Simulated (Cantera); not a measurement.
## Chlorosilane synthesis and conversion: SiCl4 + H2

Charge: 1 mol SiCl4, 0.67 mol H2, held at 16.0 bar.

Equilibrium computed with Cantera from the NASA thermochemical tables; the gas is ideal and each condensed phase is pure. Candidate condensed phases: Si; 19 gas species. The tables' values for SiCl3 are old estimates; treat these amounts as uncertain. Kinetics and transport are ignored.

| T (K) | x SiCl4 | x H2 | x HCl | x SiHCl3 | x SiCl3 |
|---|---|---|---|---|---|
| 573 | 0.597 | 0.399 | 0.00183 | 0.00183 | 8.35e-10 |
| 623 | 0.595 | 0.398 | 0.00331 | 0.00331 | 9.22e-9 |
| 673 | 0.593 | 0.396 | 0.00545 | 0.00545 | 7.11e-8 |
| 723 | 0.590 | 0.393 | 0.00833 | 0.00832 | 4.11e-7 |
| 773 | 0.587 | 0.389 | 0.0120 | 0.0120 | 1.89e-6 |
| 823 | 0.582 | 0.385 | 0.0165 | 0.0164 | 7.19e-6 |
| 873 | 0.577 | 0.379 | 0.0217 | 0.0216 | 2.34e-5 |
| 923 | 0.571 | 0.373 | 0.0277 | 0.0274 | 6.66e-5 |
| 973 | 0.565 | 0.367 | 0.0344 | 0.0338 | 0.000170 |
| 1023 | 0.557 | 0.360 | 0.0417 | 0.0407 | 0.000394 |
| 1073 | 0.549 | 0.352 | 0.0496 | 0.0478 | 0.000839 |
| 1123 | 0.541 | 0.344 | 0.0581 | 0.0549 | 0.00166 |
| 1173 | 0.532 | 0.335 | 0.0671 | 0.0619 | 0.00308 |
x: gas mole fraction; nothing condenses.

From 573 K to 1173 K nothing is condensed. The main Si-bearing gas is SiCl4 throughout.
